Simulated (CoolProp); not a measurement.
Saturation properties of acetone.

Model: reference Helmholtz-energy equation of state, Lemmon 2006, in CoolProp. It is a short technical equation, of lower accuracy than the large ones.

```
T (°C)  p (MPa)  enthalpy of vaporisation (kJ/kg)  vapour Z
------  -------  --------------------------------  --------
33.45   0.04372                                 ?    0.9686
38.55   0.05350                             520.2    0.9645
43.65   0.06498                             514.9         ?
48.75   0.07835                             509.4         ?
53.85   0.09385                                 ?    0.9503
58.95    0.1117                                 ?    0.9449
64.05    0.1321                             492.5    0.9390
69.15    0.1554                             486.7    0.9328
74.25         ?                             480.7    0.9261
79.35    0.2114                             474.7    0.9191
84.45    0.2448                                 ?    0.9116
89.55    0.2822                                 ?    0.9036
94.75    0.3246                             455.5    0.8951
99.85    0.3709                             448.9    0.8862
```

**Question.** What belongs in the gaps?

**Answer.** 
- 33.45, enthalpy of vaporisation (kJ/kg): 525.6
- 43.65, vapour Z: 0.9601
- 48.75, vapour Z: 0.9554
- 53.85, enthalpy of vaporisation (kJ/kg): 503.9
- 58.95, enthalpy of vaporisation (kJ/kg): 498.2
- 74.25, p (MPa): 0.1817
- 84.45, enthalpy of vaporisation (kJ/kg): 468.5
- 89.55, enthalpy of vaporisation (kJ/kg): 462.1

It boils at 56.1 °C under 1 atm.
